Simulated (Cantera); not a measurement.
Input: 1 mol PbO, 0.53 mol CO, 0.25 mol N2, equilibrated at 1902 °C and 0.100 bar.

These are equilibrium values from Cantera (NASA tables, ideal gas, pure condensed phases), not measurements of a reactor. Candidate condensed phases: C, Pb, PbO, PbO2, Pb3O4; 27 gas species. Gases not in the tables: (PbO)n polymers. Rates play no part.

Base state: Pb 0.349, CO2 0.264, PbO 0.188, N2 0.133, O2 0.0409, CO 0.0209, NO 0.00216, O 0.00147 (mole fractions); condensed: gas only.

Problem. What changes in the equilibrium state with this change: temperature from 1902 °C to 1427 °C?

Solution. 
```json
[
 {"species": "Pb", "before": "0.349", "after": "0.300"},
 {"species": "CO2", "before": "0.264", "after": "0.296"},
 {"species": "PbO", "before": "0.188", "after": "0.261"},
 {"species": "O2", "before": "0.0409", "after": "0.00203"},
 {"species": "CO", "before": "0.0209", "after": "0.00143"},
 {"species": "N2", "before": "0.133", "after": "0.140"},
 {"species": "O", "before": "0.00147", "after": "6.36e-6"},
 {"species": "NO", "before": "0.00216", "after": "0.000120"}
]
```
